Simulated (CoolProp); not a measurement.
Vapour-liquid equilibrium of n-butane (1) + R113 (2) at 0.63 MPa; x and y are mole fractions of (1).

Computed with CoolProp (multi-fluid Helmholtz-energy mixture model, Bücker 2006 and Marx 1992; pair parameters Bell 2016).

```
x     bubble temperature (K)  y at the bubble point  dew temperature at overall composition x (K)  liquid density (mol/L)
----  ----------------------  ---------------------  --------------------------------------------  ----------------------
0.05                   384.1                  0.138                                         387.6                   7.165
0.2                    370.2                  0.443                                         381.5                   7.507
0.35                   359.6                  0.633                                         374.8                   7.818
0.5                    351.3                  0.759                                         367.2                   8.111
0.65                   344.7                  0.850                                         358.5                   8.399
0.8                    339.1                  0.921                                         348.4                   8.694
0.95                   334.2                  0.981                                         336.7                   9.006
```

No azeotrope shows between x = 0.05 and 0.95.

The pair parameters rest on a limited set of measurements; away from them the model extrapolates.
